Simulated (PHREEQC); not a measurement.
Dissolve 8.4 mmol/kgw NaOH and 0.082 mmol/kgw CO2 at 20 °C. Closed to the air; pH follows from the charge balance.

The numbers come from PHREEQC with the ion-association model, phreeqc.dat.

Each row changes one thing in this solution. This is a speciation only: nothing precipitates in the calculation.

```tsv
case	pH	ionic strength (mol/kgw)	HCO3- (mol/kgw)
as made	12.04	0.00847	1.23e-6
NaOH replaced by Na2SiF6 at the same molality	3.17	0.0254	5.88e-8
NaOH left out	5.25	5.65e-6	5.65e-6
CO2 from 8.2e-05 to 9.02e-05 mol/kgw	12.04	0.00847	1.35e-6
9.2e-05 mol/kgw NaCl added	12.04	0.00856	1.23e-6
```

Complexes and solids missing from the database can't appear. Some of these states are supersaturated (in Quartz (slow to form), Chalcedony (slow to form), for instance). SiF6-2 is the database's only silicon fluoride.
